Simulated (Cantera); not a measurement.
## Iron carbonyl, mercury and lead vapours: Pb + CO + N2

Feed: 1 mol Pb, 0.12 mol CO, 13 mol N2, held at 1.90 bar.

Method: chemical equilibrium by Gibbs-energy minimisation in Cantera with the NASA 1993 tables (ideal gas, pure condensed phases). Candidate condensed phases: C, Pb, PbO, PbO2, Pb3O4; 27 gas species. Rates play no part.

```csv
T (°C),log p N2,log p Pb,log p CO,log p Pb2,log p CO2,log p C2N2,n C(graphite),n Pb(l)
925,0.27,-3.20,-1.76,-7.64,-5.23,-10.93,4.05e-5,0.996
975,0.27,-2.89,-1.76,-7.11,-5.53,-10.38,2.06e-5,0.991
1025,0.27,-2.59,-1.76,-6.62,-5.80,-9.88,0,0.982
1075,0.27,-2.32,-1.76,-6.17,-6.05,-9.41,0,0.967
1125,0.27,-2.07,-1.76,-5.75,-6.28,-8.98,0,0.941
1175,0.27,-1.84,-1.76,-5.36,-6.50,-8.58,0,0.898
1225,0.27,-1.62,-1.77,-5.00,-6.70,-8.21,0,0.831
```
log p: log10 of the partial pressure in bar; n: condensed amount in mol.

From 925 °C to 975 °C the condensed part is C(graphite) + Pb(l). From 1025 °C to 1225 °C the condensed part is Pb(l). The main Pb-bearing gas is Pb throughout. The share of Pb in condensed phases is highest at 925 °C (99.6 %) and lowest at 1225 °C (83.1 %).
